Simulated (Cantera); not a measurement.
**Nitride etching: AlN + Cl2**

Charge: 1 mol AlN, a varied amount of Cl2, held at 773.15 K and 0.0188 Torr.

Method: chemical equilibrium by Gibbs-energy minimisation in Cantera with the NASA 1993 tables (ideal gas, pure condensed phases). Candidate condensed phases: Al, AlCl3, AlN; 11 gas species. Rates play no part.

From 2.9 mol Cl2 to 37 mol Cl2 nothing is condensed. The main Al-bearing gas is AlCl3 throughout.

```csv
n(Cl2) (mol),log p Cl2,log p AlCl3,log p N2,log p Cl,log p Al2Cl6
2.9,-4.92,-5.06,-5.37,-7.77,-9.34
4.4,-4.78,-5.25,-5.55,-7.70,-9.70
6.7,-4.71,-5.43,-5.73,-7.67,-10.06
10,-4.67,-5.60,-5.90,-7.65,-10.41
16,-4.65,-5.81,-6.11,-7.63,-10.82
24,-4.63,-5.98,-6.28,-7.62,-11.17
37,-4.62,-6.17,-6.47,-7.62,-11.55
```
log p: log10 of the partial pressure in bar; nothing condenses.
